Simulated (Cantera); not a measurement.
Input: 1 mol Al, 7.9 mol NH3, 15 mol H2, at 13.3 mbar.

Cantera equilibrium calculation (NASA polynomials, part measured and part estimated; ideal gas, pure solids and liquids). Candidate condensed phases: Al, AlN; 13 gas species. Rates play no part.

Which condensed phases are stable at each of these points (T (K)): 800, 950, 1100, 1250, 1400, 1550, 1700, 1850, 2000?


| T (K) | condensed phases | Al condensed (%) |
|---|---|---|
| 800 | AlN(s) | 100.0 |
| 950 | AlN(s) | 100.0 |
| 1100 | AlN(s) | 100.0 |
| 1250 | AlN(s) | 100.0 |
| 1400 | AlN(s) | 100.0 |
| 1550 | AlN(s) | 100.0 |
| 1700 | AlN(s) | 99.8 |
| 1850 | AlN(s) | 94.2 |
| 2000 | gas only | 0.0 |

From 800 K to 1850 K the condensed part is AlN(s). At 2000 K nothing is condensed.
